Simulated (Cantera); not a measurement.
A closed system holds: 1 mol Al₂O₃, 12 mol Cl₂, 0.39 mol H₂, held at 1575 °C and 10.0 mbar.

Equilibrium computed with Cantera from the NASA thermochemical tables; the gas is ideal and each condensed phase is pure. Candidate condensed phases: Al, AlCl₃, Al₂O₃, H₂O; 29 gas species. The tables' values for AlCl₂ are old estimates; treat these amounts as uncertain. The numbers say what is thermodynamically allowed, not how fast it happens.

Base state: Cl 0.887, Cl₂ 0.0507, HCl 0.0348, AlCl₃ 0.0158, O₂ 0.0117, O 0.000205, ClO 0.000163, AlOCl 4.33e-5 (mole fractions); condensed: Al₂O₃(s).

**Question.** What changes in the equilibrium state with this change: temperature from 1575 °C to 877 °C?

**Answer.** 
| species | before | after |
|---|---|---|
| Cl₂ | 0.0507 | 0.910 |
| HCl | 0.0348 | 0.0621 |
| Cl | 0.887 | 0.0262 |
| AlCl₃ | 0.0158 | 0.000768 |
| O₂ | 0.0117 | 0.000574 |
| O | 0.000205 | 1.99e-9 |
| AlOCl | 4.33e-5 | <1e-9 |
| AlCl₂ | 3.24e-5 | <1e-9 |
| ClO | 0.000163 | 2.73e-6 |
| Al₂O₃(s), mol | 0.823 | 0.995 |
